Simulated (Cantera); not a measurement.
A closed system holds: 1 mol SiO2, 0.0049 mol C, 3.6 mol N2, equilibrated at 1675 K and 13300 Pa.

Equilibrium computed with Cantera from the NASA thermochemical tables; the gas is ideal and each condensed phase is pure. Candidate condensed phases: C, Si, SiC, SiO2, Si2N2O, Si3N4; 34 gas species. The tables hold silica as quartz up to 1696 K and as liquid above; real silica turns to tridymite and cristobalite and melts near 1996 K. Equilibrium is a limit: real reactors are often held back by kinetics, nucleation or transport.

Base state: N2 0.997, SiO 0.00136, CO 0.00136 (mole fractions); condensed: SiO2(β-quartz).

Q: What changes in the equilibrium state with this change: C from 0.0049 to 0.061 mol?

A: 
| species | before | after |
|---|---|---|
| N2 | 0.997 | 0.981 |
| CO | 0.00136 | 0.0167 |
| SiO | 0.00136 | 0.00216 |
| SiO2(β-quartz), mol | 0.995 | 0.957 |
| Si2N2O(s), mol | 0 | 0.0177 |
Mutual solubility and eutectic melting of coexisting phases are not modelled.

Q: What changes in the equilibrium state with this change: temperature from 1675 K to 1573.15 K?

A: 
```csv
species,before,after
N2,0.997,0.998
CO,0.00136,0.00136
SiO,0.00136,0.000211
"SiO2(β-quartz), mol",0.995,0.996
"Si2N2O(s), mol",0,0.00138
```
Mutual solubility and eutectic melting of coexisting phases are not modelled.
